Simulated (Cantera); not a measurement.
Charge: 1 mol B, 6.7 mol H2O, 0.42 mol N2, equilibrated at 1700 K and 110 Pa.

These are equilibrium values from Cantera (NASA tables, ideal gas, pure condensed phases), not measurements of a reactor. Candidate condensed phases: B, BN, B2O3, B3O3H3, H2O; 39 gas species. The numbers say what is thermodynamically allowed, not how fast it happens.

Base state: H2O 0.617, H2 0.196, HBO2 0.128, N2 0.0551, H 0.00197, B2O3 0.00159, OH 0.000320, BO2 8.08e-5 (mole fractions); condensed: gas only.

Task: What changes in the equilibrium state with this change: pressure from 110 Pa to 29.0 Pa?

Result: 
```
species    before     after
-------  --------  --------
H2O         0.617     0.616
H2          0.196     0.195
HBO2        0.128     0.128
H         0.00197   0.00382
N2         0.0551    0.0550
O2        3.65e-6   1.39e-5
OH       0.000320  0.000624
BO2       8.08e-5  0.000158
BO        1.33e-5   2.58e-5
HBO       6.60e-5   6.57e-5
```

Task: What changes in the equilibrium state with this change: H2O from 6.7 to 0.13 mol?

Result: 
| species | before | after |
|---|---|---|
| H2 | 0.196 | 0.581 |
| B2O2 | 1.03e-7 | 0.212 |
| HBO | 6.60e-5 | 0.163 |
| H2O | 0.617 | 1.04e-5 |
| BO | 1.33e-5 | 0.0190 |
| N2 | 0.0551 | 0.000547 |
| HBO2 | 0.128 | 0.00180 |
| B2O3 | 0.00159 | 0.0186 |
| B2O | <1e-9 | 0.000112 |
| OH | 0.000320 | 3.14e-9 |
| B(s), mol | 0 | 0.0342 |
| BN(s), mol | 0 | 0.840 |
Mutual solubility and eutectic melting of coexisting phases are not modelled. The tables' values for BH2 are old estimates; treat these amounts as uncertain.
